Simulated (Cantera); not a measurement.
Stirred combustor or abatement burner

A perfectly stirred reactor is fed with 2.72 % CH₄, 0.952 % C₂H₆, 8.76 % O₂, 87.6 % N₂, equivalence ratio 1.0, at 0.680 bar; it is adiabatic with a 425 K inlet, and is followed from long to short residence time, starting on the burning branch (τ in s: 0.044, 0.02, 0.0089, 0.004, 0.0018, 0.00081, 0.00036, 0.00016, 7.3e-05).

Detailed kinetics in Cantera: GRI-Mech 3.0 (53 species, 325 reactions).

```json
[
 {"τ (s)": "0.044", "T (K)": "1411", "x CH₄": "5.02e-5", "x C₂H₆": "3.35e-6", "x O₂": "0.00300", "x CO": "0.00372", "x CH₂CO": "5.83e-7"},
 {"τ (s)": "0.020", "T (K)": "1394", "x CH₄": "9.85e-5", "x C₂H₆": "6.31e-6", "x O₂": "0.00404", "x CO": "0.00503", "x CH₂CO": "9.36e-7"},
 {"τ (s)": "0.0089", "T (K)": "425", "x CH₄": "0.0272", "x C₂H₆": "0.00952", "x O₂": "0.0876", "x CO": "<1e-12", "x CH₂CO": "<1e-12"},
 {"τ (s)": "0.0040", "T (K)": "425", "x CH₄": "0.0272", "x C₂H₆": "0.00952", "x O₂": "0.0876", "x CO": "<1e-12", "x CH₂CO": "<1e-12"},
 {"τ (s)": "0.0018", "T (K)": "425", "x CH₄": "0.0272", "x C₂H₆": "0.00952", "x O₂": "0.0876", "x CO": "<1e-12", "x CH₂CO": "<1e-12"},
 {"τ (s)": "0.00081", "T (K)": "425", "x CH₄": "0.0272", "x C₂H₆": "0.00952", "x O₂": "0.0876", "x CO": "<1e-12", "x CH₂CO": "<1e-12"},
 {"τ (s)": "0.00036", "T (K)": "425", "x CH₄": "0.0272", "x C₂H₆": "0.00952", "x O₂": "0.0876", "x CO": "<1e-12", "x CH₂CO": "<1e-12"},
 {"τ (s)": "0.00016", "T (K)": "425", "x CH₄": "0.0272", "x C₂H₆": "0.00952", "x O₂": "0.0876", "x CO": "<1e-12", "x CH₂CO": "<1e-12"},
 {"τ (s)": "7.3e-5", "T (K)": "425", "x CH₄": "0.0272", "x C₂H₆": "0.00952", "x O₂": "0.0876", "x CO": "<1e-12", "x CH₂CO": "<1e-12"}
]
```
x: mole fraction; the columns are a selection and need not sum to one.
